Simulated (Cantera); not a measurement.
Input: 1 mol C2H4, 15 mol H2, 43 mol N2, equilibrated at 0.280 bar.

Equilibrium computed with Cantera from the NASA thermochemical tables; the gas is ideal and each condensed phase is pure. Candidate condensed phases: C, C6H6, C7H8, C8H18; 92 gas species. Kinetics and transport are ignored.

What share of the C ends up in condensed phases as a function of T (°C), at 1377, 1427, 1477, 1527, 1577, 1627, 1677, 1727, 1777, 1827?


```
T (°C)  C condensed (%)           as
------  ---------------  -----------
1377               96.0  C(graphite)
1427               94.7  C(graphite)
1477               93.1  C(graphite)
1527               91.1  C(graphite)
1577               88.6  C(graphite)
1627               85.6  C(graphite)
1677               82.1  C(graphite)
1727               77.8  C(graphite)
1777               72.9  C(graphite)
1827               67.1  C(graphite)
```
